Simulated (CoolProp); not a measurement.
n-pentane at 293.15 K and 5.32 MPa flows at 0.78 m/s in a round tube of 100 mm bore and 0.25 µm roughness, fully developed (64/Re and Nu = 3.66 if laminar; Colebrook and Gnielinski if turbulent). Each further row changes one setting.

Values from CoolProp's reference Helmholtz-energy equation of state, Thol 2019.

```json
[
 {"case": "as stated", "Reynolds number": "243000", "Darcy friction factor": "0.0151", "pressure drop (Pa/m)": "29.0", "heat-transfer coefficient (W/(m² K))": "1150", "mass flow (kg/h)": "13900"},
 {"case": "velocity 1.56 m/s", "Reynolds number": "485000", "Darcy friction factor": "0.0133", "pressure drop (Pa/m)": "102", "heat-transfer coefficient (W/(m² K))": "2090", "mass flow (kg/h)": "27900"},
 {"case": "diameter 200 mm", "Reynolds number": "485000", "Darcy friction factor": "0.0132", "pressure drop (Pa/m)": "12.7", "heat-transfer coefficient (W/(m² K))": "1040", "mass flow (kg/h)": "55800"}
]
```

Viscosity comes from a separate model (Quiñones-Cisneros 2006), older than the equation that it now runs on, and unchecked against measurements. Thermal conductivity comes from a separate model (Vassiliou 2015).
